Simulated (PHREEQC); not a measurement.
Consider water at 25 °C with 55 mmol/kgw H2SO4 and 0.28 mmol/kgw H4SiO4. Closed to the air; pH follows from the charge balance.

All values are PHREEQC results (ion-association model, phreeqc.dat), not measurements.

```
quantity                  before    after
------------------------  ------  -------
pH                          1.24     0.89
ionic strength (mol/kgw)  0.0839    0.171
HSO4- (mol/kgw)           0.0405   0.0461
SO4-2 (mol/kgw)           0.0145  0.00887
SI of Chalcedony (SiO2)    +0.01    +0.02
```

Which change was made?
(A) H2SO4 replaced by KHSO4 at the same molality
(B) 0.098 mol/kgw HBr added
(C) H4SiO4 replaced by Na2SiF6 at the same molality
(D) temperature from 25 to 90 °C

B, 0.098 mol/kgw HBr added

No solid was allowed to form. Some of these states are supersaturated (in Quartz (slow to form), for instance).
